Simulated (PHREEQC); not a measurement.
## Reverse-osmosis reject (model solution)

A made-up water analysis in mg/L, 25 °C, pH 7.25, pe -1.3: Na 202; K 28.4; Ca 184; Mg 13.2; Cl 91.4; S(6) as SO4 600; Alkalinity as HCO3 316; B 2.98; Mn(2) 1.19; Si as SiO2 4.07; Fe(2) 15.5.

Na is adjusted to close the charge balance.
Valence states are taken as typed.

The numbers come from PHREEQC with the ion-association model, phreeqc.dat.

No solid was allowed to form.

Problem. Predict the ionic strength, specific conductance.

Solution. ionic strength 0.0268 mol/kgw; specific conductance 1840 µS/cm.

Problem. In which forms is Mn present?

Solution. Mn+2 60 %, MnSO4 16 %, MnHCO3+ 15 %, MnCO3 9.3 % of the Mn.

Saturation is exceeded, for instance for Siderite, Rhodochrosite; the values hold only as long as no solid forms. Complexes and solids missing from the database can't appear.
